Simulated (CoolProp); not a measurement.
Vapour-liquid equilibrium of R22 (1) + R142b (2) at 376 kPa; x and y are mole fractions of (1).

The numbers come from the multi-fluid Helmholtz-energy mixture model, Kamei 1995 and Lemmon 2006; pair parameters Bell 2016 in CoolProp.

```
x      bubble temperature, mixture model (K)  bubble temperature, Raoult's law (K)  y, mixture model  y, Raoult's law
-----  -------------------------------------  ------------------------------------  ----------------  ---------------
0.05                                   298.7                                 298.4             0.122            0.140
0.125                                  294.7                                 294.0               [?]            0.310
0.2                                    291.2                                 290.1             0.402            0.444
0.275                                  287.9                                 286.6             0.508            0.551
0.35                                     [?]                                 283.4             0.598            0.639
0.425                                    [?]                                 280.5             0.675            0.711
0.5                                    279.4                                 277.9             0.742            0.771
0.575                                  276.8                                 275.5               [?]            0.822
0.65                                     [?]                                 273.3             0.849            0.865
0.725                                  272.1                                 271.2             0.892            0.902
0.8                                    270.0                                 269.3             0.929            0.934
0.875                                  267.9                                 267.5             0.960            0.961
0.95                                   266.0                                 265.9             0.985            0.985
```

Question: Fill in the missing entries.

Answer: 
- 0.125, y, mixture model: 0.276
- 0.35, bubble temperature, mixture model (K): 284.9
- 0.425, bubble temperature, mixture model (K): 282.0
- 0.575, y, mixture model: 0.799
- 0.65, bubble temperature, mixture model (K): 274.4

The largest gap from Raoult's law is +1.5 K in bubble temperature, at x = 0.425. No azeotrope shows between x = 0.05 and 0.95.

Pair parameters are fitted to limited data, so mixtures are less certain than the pure fluids.
